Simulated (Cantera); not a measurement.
Feed: 1 mol Fe₂O₃, 4.9 mol CO, 7.8 mol C, held at 1 atm.

Equilibrium computed with Cantera from the NASA thermochemical tables; the gas is ideal and each condensed phase is pure. Candidate condensed phases: C, Fe, Fe(CO)₅, FeO, Fe₂O₃, Fe₃O₄; 15 gas species. Iron dissolves carbon and melts from about 1420 K in contact with it, which pure phases cannot show. Condensed phases not in the tables: cementite and carbon dissolved in iron. Kinetics and transport are ignored.

x: gas mole fraction; n: condensed amount in mol.

```json
[
 {"T (K)": "1150", "x CO": "0.963", "x CO₂": "0.0371", "x Fe": "8.48e-12", "x C₃": "<1e-12", "x C₂O": "<1e-12", "x C": "<1e-12", "n C(graphite)": "5.08", "n Fe(α)": "2.00", "n Fe(γ)": "0", "n Fe(δ)": "0", "n Fe(l)": "0"},
 {"T (K)": "1300", "x CO": "0.995", "x CO₂": "…", "x Fe": "…", "x C₃": "<1e-12", "x C₂O": "<1e-12", "x C": "<1e-12", "n C(graphite)": "4.84", "n Fe(α)": "0", "n Fe(γ)": "2.00", "n Fe(δ)": "0", "n Fe(l)": "0"},
 {"T (K)": "1450", "x CO": "0.999", "x CO₂": "…", "x Fe": "…", "x C₃": "<1e-12", "x C₂O": "<1e-12", "x C": "<1e-12", "n C(graphite)": "4.81", "n Fe(α)": "0", "n Fe(γ)": "2.00", "n Fe(δ)": "0", "n Fe(l)": "0"},
 {"T (K)": "1600", "x CO": "1.000", "x CO₂": "0.000295", "x Fe": "1.08e-6", "x C₃": "<1e-12", "x C₂O": "4.49e-12", "x C": "<1e-12", "n C(graphite)": "4.80", "n Fe(α)": "0", "n Fe(γ)": "2.00", "n Fe(δ)": "0", "n Fe(l)": "0"},
 {"T (K)": "1750", "x CO": "1.000", "x CO₂": "0.000103", "x Fe": "1.38e-5", "x C₃": "<1e-12", "x C₂O": "6.09e-11", "x C": "<1e-12", "n C(graphite)": "4.80", "n Fe(α)": "0", "n Fe(γ)": "0", "n Fe(δ)": "2.00", "n Fe(l)": "0"},
 {"T (K)": "1900", "x CO": "1.000", "x CO₂": "4.29e-5", "x Fe": "0.000110", "x C₃": "2.04e-12", "x C₂O": "5.47e-10", "x C": "3.11e-12", "n C(graphite)": "4.80", "n Fe(α)": "0", "n Fe(γ)": "0", "n Fe(δ)": "0", "n Fe(l)": "2.00"},
 {"T (K)": "2050", "x CO": "0.999", "x CO₂": "2.05e-5", "x Fe": "0.000622", "x C₃": "9.09e-11", "x C₂O": "3.56e-9", "x C": "8.59e-11", "n C(graphite)": "4.80", "n Fe(α)": "0", "n Fe(γ)": "0", "n Fe(δ)": "0", "n Fe(l)": "2.00"},
 {"T (K)": "2200", "x CO": "0.997", "x CO₂": "1.09e-5", "x Fe": "0.00274", "x C₃": "2.38e-9", "x C₂O": "1.79e-8", "x C": "1.51e-9", "n C(graphite)": "4.80", "n Fe(α)": "0", "n Fe(γ)": "0", "n Fe(δ)": "0", "n Fe(l)": "1.98"},
 {"T (K)": "2350", "x CO": "0.990", "x CO₂": "6.24e-6", "x Fe": "0.00987", "x C₃": "4.08e-8", "x C₂O": "7.29e-8", "x C": "1.83e-8", "n C(graphite)": "4.80", "n Fe(α)": "0", "n Fe(γ)": "0", "n Fe(δ)": "0", "n Fe(l)": "1.92"},
 {"T (K)": "2500", "x CO": "0.970", "x CO₂": "3.74e-6", "x Fe": "0.0302", "x C₃": "4.91e-7", "x C₂O": "2.47e-7", "x C": "1.64e-7", "n C(graphite)": "4.80", "n Fe(α)": "0", "n Fe(γ)": "0", "n Fe(δ)": "0", "n Fe(l)": "1.75"}
]
```

Task: Fill in the missing entries.

Result: 
- 1450, x CO₂: 0.00106
- 1450, x Fe: 4.93e-8
- 1300, x CO₂: 0.00519
- 1300, x Fe: 1.08e-9
